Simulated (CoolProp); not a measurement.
Hexamethyldisiloxane (MM) at several states: density (kg/m³) from the reference equation and from simpler models built on Tc = 518.7 K, pc = 1931 kPa, ω = 0.418; each cubic takes its own stable root.

Computed with CoolProp (reference Helmholtz-energy equation of state, Thol 2016).

```
T (K)  p (kPa)   phase  reference  van der Waals  Redlich-Kwong  Soave-Redlich-Kwong  Peng-Robinson
-----  -------  ------  ---------  -------------  -------------  -------------------  -------------
585.7       20     gas     0.6685         0.6684         0.6685               0.6684         0.6686
214.8      436  liquid      845.4          499.5          743.3                763.6            ___
537.8      115     gas      4.257          4.246          4.255                4.252          4.262
569       72.7     gas      2.520          2.518          2.520                2.518          2.521
379.7     73.3     gas      3.937            ___            ___                3.917          3.924
307.8      445  liquid        ___          451.9          664.9                699.0          787.6
```

What belongs in the gaps?


- 214.8, Peng-Robinson: 855.8
- 379.7, van der Waals: 3.863
- 379.7, Redlich-Kwong: 3.894
- 307.8, reference: 750.0
